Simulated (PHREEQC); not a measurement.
PHREEQC input (ion-association model, wateq4f.dat):

```
SOLUTION_MASTER_SPECIES
  An  An-  0  An  62.0  # stands for a non-complexing anion
SOLUTION_SPECIES
  An- = An-
    -log_k 0
    -gamma 3.0 0
PHASES
  Fix_H+
    H+ = H+
    -log_k 0
SOLUTION 1
  temp 25
  units mmol/kgw
  pH 7 charge
  Cl 0.384
  Ca 0.012
  Pb 0.18
  Na 10
  An 10
END
SELECTED_OUTPUT 1
  -reset false
  -pH true
  -pe true
  -ionic_strength true
  -water true
  -totals Ca Cl Na Pb
  -molalities Hfo_wOH Hfo_wOH2+ Hfo_wO- Hfo_sOH Hfo_sOH2+ Hfo_sO- Hfo_sOHCa+2 Hfo_wOCa+ Hfo_sOPb+ Hfo_wOPb+
  -saturation_indices Portlandite Pb(OH)2 Cotunnite Laurionite Halite
USER_PUNCH 1
  -headings sigma psi
  10 PUNCH EDL("sigma", "Hfo"), EDL("psi", "Hfo")
PRINT
  -reset false
USE solution 1
SURFACE 1
  Hfo_wOH 0.000188764 600 0.084
  Hfo_sOH 4.7191e-06
EQUILIBRIUM_PHASES 1
  Fix_H+ -4 HAn 10
    -force_equality true
  O2(g) -0.68 10
END
# ... the last block is repeated for the other 16 points of pH, with NaOH or the acid as the point needs
```

Selected output (columns that matter, 12 of 17 rows; pH added in front):

```
pH	mu	Ca	Na	Pb	m_Hfo_wOH	m_Hfo_wOH2+	m_Hfo_wO-	m_Hfo_sOH	si_Portlandite	si_Pb(OH)2	si_Cotunnite	si_Halite	sigma	psi
4	0.010726	1.2e-05	0.01	0.00017544	7.5735e-05	0.00011172	1.1761e-06	1.1556e-07	-19.9	-4.0954	-6.1045	-7.0924	0.2207	0.18463
4.38	0.010649	1.2e-05	0.01	0.00017475	9.5845e-05	8.998e-05	2.3388e-06	3.3234e-08	-19.139	-3.3367	-6.1054	-7.0921	0.17791	0.17377
5.12	0.010567	1.2e-05	0.01	0.00016555	0.00012137	5.1053e-05	6.6099e-06	2.627e-09	-17.659	-1.8802	-6.1284	-7.0916	0.11275	0.15062
5.5	0.010515	1.2e-05	0.010013	0.00014719	0.00012032	2.8859e-05	1.1492e-05	9.0259e-10	-16.898	-1.172	-6.1795	-7.0907	0.096067	0.14257
6.25	0.010469	1.2e-05	0.010113	0.00010078	7.4954e-05	3.6049e-06	3.5701e-05	2.1205e-10	-15.398	0.155	-6.3513	-7.0856	0.090225	0.13948
6.62	0.010451	1.2e-05	0.010149	8.4373e-05	4.6563e-05	9.8734e-07	5.0305e-05	1.0796e-10	-14.658	0.8038	-6.442	-7.0838	0.088661	0.13864
7.38	0.010425	1.2e-05	0.010198	6.8288e-05	1.2854e-05	5.4963e-08	6.8863e-05	2.5323e-11	-13.138	2.129	-6.6361	-7.0813	0.082141	0.13481
7.75	0.010413	1.2e-05	0.010218	6.6689e-05	6.7387e-06	1.4169e-08	7.3419e-05	1.3081e-11	-12.398	2.7241	-6.7806	-7.0802	0.076401	0.13116
8.5	0.010399	1.2e-05	0.010264	6.9875e-05	2.4368e-06	1.6811e-09	8.0919e-05	4.873e-12	-10.898	3.637	-7.3671	-7.0779	0.055919	0.11543
8.88	0.010404	1.2e-05	0.010287	7.2624e-05	1.6922e-06	7.7716e-10	8.4414e-05	3.4747e-12	-10.138	3.9606	-7.8034	-7.0769	0.043963	0.1034
9.62	0.010446	1.1998e-05	0.010358	7.7259e-05	9.6047e-07	2.3539e-10	8.9779e-05	2.0654e-12	-8.6583	4.4592	-8.7848	-7.0741	0.024819	0.075761
10	0.010514	1.1991e-05	0.010446	7.9202e-05	7.857e-07	1.539e-10	9.189e-05	1.7237e-12	-7.8993	4.6351	-9.3692	-7.0706	0.017071	0.059039
```

Along this series the solution becomes supersaturated in solids that the run did not let form, among them Pb(OH)2. Complexes and solids missing from the database can't appear.
